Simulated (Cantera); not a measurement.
A perfectly stirred reactor is fed with CH3OH : O2 : N2 : H2O = 1 : 1.7 : 6.41 : 2.1 (molar parts), at 100000 Pa; it is adiabatic with a 500 K inlet, and is followed from long to short residence time, starting on the burning branch (τ in s: 0.1, 0.055, 0.03, 0.016, 0.0085, 0.0046, 0.0025, 0.0013, 0.00071, 0.00038, 0.0002, 0.00011, 5.9e-05).

Model: GRI-Mech 3.0 (53 species, 325 reactions), integrated in Cantera. GRI-Mech 3.0 was tuned for natural gas; its chemistry of methanol as a main component is partial and can be far from experiment.

Q: Predict: blow-out, bracketed by the residence times tried; x(CH3OH) at τ = 0.100 s; x(O2) at τ = 0.100 s; x(H2O) at τ = 0.100 s; x(H) at τ = 0.100 s; x(NO) at τ = 0.100 s; x(CH3OH) at τ = 2.50 ms; x(O2) at τ = 2.50 ms; x(H2O) at τ = 2.50 ms; x(H) at τ = 2.50 ms; x(NO) at τ = 2.50 ms.

A: 
```json
{
 "blow_out_bracketed_by_the_residence_times_tried": "burning at 0.200 ms, out at 0.110 ms",
 "x(CH3OH) at τ = 0.100 s": "2.04e-6",
 "x(O2) at τ = 0.100 s": "0.0178",
 "x(H2O) at τ = 0.100 s": "0.347",
 "x(H) at τ = 0.100 s": "0.000108",
 "x(NO) at τ = 0.100 s": "5.03e-5",
 "x(CH3OH) at τ = 2.50 ms": "2.58e-5",
 "x(O2) at τ = 2.50 ms": "0.0232",
 "x(H2O) at τ = 2.50 ms": "0.335",
 "x(H) at τ = 2.50 ms": "0.00163",
 "x(NO) at τ = 2.50 ms": "1.06e-5"
}
```
